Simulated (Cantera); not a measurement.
A closed system holds: 1 mol CH3SiCl3, 0.016 mol C2H2, 460 mol H2, at 1748.15 K and 2.30 mbar.

Method: chemical equilibrium by Gibbs-energy minimisation in Cantera with the NASA 1993 tables (ideal gas, pure condensed phases). The feed counts by its element totals alone. Equilibrium is a limit: real reactors are often held back by kinetics, nucleation or transport.

```
species            before     after
----------------  -------  --------
H2                  0.989     0.990
H                 0.00474   0.00475
HCl               0.00643   0.00417
Si                1.86e-5  0.000634
C2H2 (acetylene)  4.63e-5   3.98e-8
SiH2              5.95e-7   2.03e-5
SiH               1.18e-6   4.03e-5
SiCl              6.85e-7   1.51e-5
SiCl2             4.08e-6   5.84e-5
Cl                2.38e-5   1.54e-5
SiC(s), mol         0.988    0.0296
Si(l), mol              0     0.605
```
Gas species are given as mole fractions.

Question: What was changed between the two runs?
(A) CH3SiCl3 replaced by SiH2Cl2
(B) pressure from 2.30 mbar to 60.0 mbar
(C) temperature from 1748.15 K to 2623 K
(D) temperature from 1748.15 K to 2000 K

Answer: A, CH3SiCl3 replaced by SiH2Cl2. Mutual solubility and eutectic melting of coexisting phases are not modelled. The tables' values for SiCl are old estimates; treat these amounts as uncertain. Gases not in the tables: Si2H6 and higher silanes
